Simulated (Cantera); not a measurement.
Input: 1 mol FeS₂, 58 mol H₂, 0.19 mol H₂O, at 1375 K and 10.0 mbar.

Equilibrium computed with Cantera from the NASA thermochemical tables; the gas is ideal and each condensed phase is pure. Candidate condensed phases: Fe, FeO, Fe(OH)₂, Fe(OH)₃, FeS, FeSO₄, FeS₂, Fe₂O₃, Fe₂(SO₄)₃, Fe₃O₄, H₂O, H₂SO₄, S; 22 gas species. FeS: taken at fixed stoichiometry. The numbers say what is thermodynamically allowed, not how fast it happens.

Base state: H₂ 0.980, H₂S 0.0159, H₂O 0.00326, S₂ 0.000532, SH 0.000215, H 3.39e-5 (mole fractions); condensed: FeS(s).

### Question
What changes in the equilibrium state with this change: temperature from 1375 K to 1823.15 K?

### Answer
```csv
species,before,after
H₂,0.980,0.964
S₂,0.000532,0.00949
H₂S,0.0159,0.00941
Fe,5.02e-7,0.00408
S,1.93e-6,0.000870
SO,7.61e-8,1.94e-5
H,3.39e-5,0.00426
"FeS(s), mol",1.000,0
"Fe(l), mol",0,0.758
```

### Question
What changes in the equilibrium state with this change: FeS₂ replaced by Al₂O₃?

### Answer
```tsv
species	before	after
H₂	0.980	0.997
H₂O	0.00326	0.00327
H	3.39e-5	3.42e-5
H₂S	0.0159	0
S₂	0.000532	0
SH	0.000215	0
FeS(s), mol	1.000	0
Al₂O₃(s), mol	0	1.00
```
Further candidate phases: Al, Al₂O₃.
